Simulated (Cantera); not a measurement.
Cantera run:

```python
import numpy as np
import cantera as ct

gas_names = """
    B BCL BCL2 BCL3 BH BH2 BH3 BN B2 CL CL2 H HCL H2 N NH NH2 NH3 N2 N2H2 N2H4
""".split()
cond_names = """
    B(b) B(L) BN(s) NH4CL(a) NH4CL(b)
""".split()


# ... load() reads the species with a 1 bar reference pressure and builds the phases ...
atoms = {
    'BCl3': {'B': 1, 'CL': 3},
    'H2': {'H': 2},
    'N2': {'N': 2},
}
top_T = {'BN(s)': 3200}  # K; cautious upper limits of use, not melting points


# ... equilibrate(T, P, feed) seeds the gas with the atoms and calls Mixture.equilibrate('TP', solver="gibbs", rtol=1e-10, max_steps=50000) ...
results = []
P = 2100  # Pa
for T in [1748, 1798, 1848, 1898, 1948, 1998, 2048, 2098, 2148, 2198, 2248, 2298, 2348]:
    for m in [1, 1.3, 1.6, 1.9, 2.3, 2.9, 3.5, 4.3, 5.3, 6.4, 7.9, 9.7]:
        feed = {'BCl3': 1, 'H2': m, 'N2': 0.14}  # mol
        mix = equilibrate(T, P, feed)
        results.append((T, P, feed, dict(zip(mix.species_names, mix.species_moles))))

for T, P, feed, n in results:
    print(f"{T:7g} {feed['H2']:10.4g}  " + (" + ".join(c for c in cond_names if n.get(c, 0) > 1e-12) or "gas only"))
```

Result:

```
   1748          1  B(b) + BN(s)
   1748        1.3  B(b) + BN(s)
   1748        1.6  B(b) + BN(s)
   1748        1.9  B(b) + BN(s)
   1748        2.3  B(b) + BN(s)
   1748        2.9  B(b) + BN(s)
   1748        3.5  B(b) + BN(s)
   1748        4.3  B(b) + BN(s)
   1748        5.3  B(b) + BN(s)
   1748        6.4  B(b) + BN(s)
   1748        7.9  B(b) + BN(s)
   1748        9.7  B(b) + BN(s)
   1798          1  B(b) + BN(s)
   1798        1.3  B(b) + BN(s)
   1798        1.6  B(b) + BN(s)
   1798        1.9  B(b) + BN(s)
   1798        2.3  B(b) + BN(s)
   1798        2.9  B(b) + BN(s)
   1798        3.5  B(b) + BN(s)
   1798        4.3  B(b) + BN(s)
   1798        5.3  B(b) + BN(s)
   1798        6.4  B(b) + BN(s)
   1798        7.9  B(b) + BN(s)
   1798        9.7  B(b) + BN(s)
   1848          1  BN(s)
   1848        1.3  B(b) + BN(s)
   1848        1.6  B(b) + BN(s)
   1848        1.9  B(b) + BN(s)
   1848        2.3  B(b) + BN(s)
   1848        2.9  B(b) + BN(s)
   1848        3.5  B(b) + BN(s)
   1848        4.3  B(b) + BN(s)
   1848        5.3  B(b) + BN(s)
   1848        6.4  B(b) + BN(s)
   1848        7.9  B(b) + BN(s)
   1848        9.7  B(b) + BN(s)
   1898          1  BN(s)
   1898        1.3  B(b) + BN(s)
   1898        1.6  B(b) + BN(s)
   1898        1.9  B(b) + BN(s)
   1898        2.3  B(b) + BN(s)
   1898        2.9  B(b) + BN(s)
   1898        3.5  B(b) + BN(s)
   1898        4.3  B(b) + BN(s)
   1898        5.3  B(b) + BN(s)
   1898        6.4  B(b) + BN(s)
   1898        7.9  B(b) + BN(s)
   1898        9.7  B(b) + BN(s)
   1948          1  BN(s)
   1948        1.3  BN(s)
   1948        1.6  B(b) + BN(s)
   1948        1.9  B(b) + BN(s)
   1948        2.3  B(b) + BN(s)
   1948        2.9  B(b) + BN(s)
   1948        3.5  B(b) + BN(s)
   1948        4.3  B(b) + BN(s)
   1948        5.3  B(b) + BN(s)
   1948        6.4  B(b) + BN(s)
   1948        7.9  B(b) + BN(s)
   1948        9.7  B(b) + BN(s)
   1998          1  BN(s)
   1998        1.3  BN(s)
   1998        1.6  BN(s)
   1998        1.9  BN(s)
   1998        2.3  B(b) + BN(s)
   1998        2.9  B(b) + BN(s)
   1998        3.5  B(b) + BN(s)
   1998        4.3  B(b) + BN(s)
   1998        5.3  B(b) + BN(s)
   1998        6.4  B(b) + BN(s)
   1998        7.9  B(b) + BN(s)
   1998        9.7  B(b) + BN(s)
   2048          1  BN(s)
   2048        1.3  BN(s)
   2048        1.6  BN(s)
   2048        1.9  BN(s)
   2048        2.3  BN(s)
   2048        2.9  B(b) + BN(s)
   2048        3.5  B(b) + BN(s)
   2048        4.3  B(b) + BN(s)
   2048        5.3  B(b) + BN(s)
   2048        6.4  B(b) + BN(s)
   2048        7.9  B(b) + BN(s)
   2048        9.7  B(b) + BN(s)
   2098          1  gas only
   2098        1.3  gas only
   2098        1.6  gas only
   2098        1.9  BN(s)
   2098        2.3  BN(s)
   2098        2.9  BN(s)
   2098        3.5  B(b) + BN(s)
   2098        4.3  B(b)
   2098        5.3  B(b)
   2098        6.4  B(b)
   2098        7.9  B(b)
   2098        9.7  B(b)
   2148          1  gas only
   2148        1.3  gas only
   2148        1.6  gas only
   2148        1.9  gas only
   2148        2.3  gas only
   2148        2.9  gas only
   2148        3.5  gas only
   2148        4.3  gas only
   2148        5.3  gas only
   2148        6.4  gas only
   2148        7.9  B(b)
   2148        9.7  B(b)
   2198          1  gas only
   2198        1.3  gas only
   2198        1.6  gas only
   2198        1.9  gas only
   2198        2.3  gas only
   2198        2.9  gas only
   2198        3.5  gas only
   2198        4.3  gas only
   2198        5.3  gas only
   2198        6.4  gas only
   2198        7.9  gas only
   2198        9.7  gas only
   2248          1  gas only
   2248        1.3  gas only
   2248        1.6  gas only
   2248        1.9  gas only
   2248        2.3  gas only
   2248        2.9  gas only
   2248        3.5  gas only
   2248        4.3  gas only
   2248        5.3  gas only
   2248        6.4  gas only
   2248        7.9  gas only
   2248        9.7  gas only
   2298          1  gas only
   2298        1.3  gas only
   2298        1.6  gas only
   2298        1.9  gas only
   2298        2.3  gas only
   2298        2.9  gas only
   2298        3.5  gas only
   2298        4.3  gas only
   2298        5.3  gas only
   2298        6.4  gas only
   2298        7.9  gas only
   2298        9.7  gas only
   2348          1  gas only
   2348        1.3  gas only
   2348        1.6  gas only
   2348        1.9  gas only
   2348        2.3  gas only
   2348        2.9  gas only
   2348        3.5  gas only
   2348        4.3  gas only
   2348        5.3  gas only
   2348        6.4  gas only
   2348        7.9  gas only
   2348        9.7  gas only
```

These are equilibrium values from Cantera (NASA tables, ideal gas, pure condensed phases), not measurements of a reactor. Mutual solubility and eutectic melting of coexisting phases are not modelled. The tables' values for BCl2 are old estimates.
